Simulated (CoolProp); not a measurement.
Vapour-liquid equilibrium of benzene (1) + toluene (2) at 0.598 MPa; x and y are mole fractions of (1).

Values from CoolProp's multi-fluid Helmholtz-energy mixture model, Thol 2012 and Lemmon 2006; pair parameters Bell 2016.

```tsv
x	bubble temperature (°C)	y at the bubble point	dew temperature at overall composition x (°C)	liquid density (mol/L)
0.05	185.3	0.084	186.2	7.598
0.125	181.9	0.202	184.1	7.725
0.2	178.7	0.308	182.0	7.853
0.275	175.6	0.406	179.7	7.982
0.35	172.6	0.494	177.4	8.113
0.425	169.7	0.575	174.9	8.244
0.5	167.0	0.648	172.4	8.378
0.575	164.4	0.715	169.7	8.513
0.65	161.8	0.776	166.9	8.650
0.725	159.4	0.832	164.0	8.788
0.8	157.1	0.883	160.8	8.929
0.875	154.8	0.930	157.5	9.072
0.95	152.7	0.973	153.9	9.218
```

No azeotrope shows between x = 0.05 and 0.95.

Pair parameters are fitted to limited data, so mixtures are less certain than the pure fluids.
